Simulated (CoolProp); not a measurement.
Vapour-liquid equilibrium of fluoroethane (R161) (1) + R1234yf (2) at 1.09 MPa; x and y are mole fractions of (1).

Model: multi-fluid Helmholtz-energy mixture model, Wu 2012 and Lemmon 2022; pair parameters Bell 2016, in CoolProp.

```tsv
x	bubble temperature (K)	y at the bubble point	dew temperature at overall composition x (K)	liquid density (mol/L)
0.05	315.0	0.064	315.2	9.161
0.125	313.8	0.156	314.2	9.469
0.2	312.7	0.244	313.3	9.791
0.275	311.6	0.328	312.3	10.13
0.35	310.6	0.408	311.3	10.48
0.425	309.6	0.484	310.4	10.85
0.5	308.7	0.557	309.4	11.25
0.575	307.9	0.628	308.5	11.66
0.65	307.1	0.696	307.6	12.10
0.725	306.4	0.762	306.8	12.56
0.8	305.8	0.827	306.0	13.05
0.875	305.2	0.892	305.3	13.57
0.95	304.6	0.957	304.7	14.13
```

No azeotrope shows between x = 0.05 and 0.95.

The pair parameters rest on a limited set of measurements; away from them the model extrapolates.
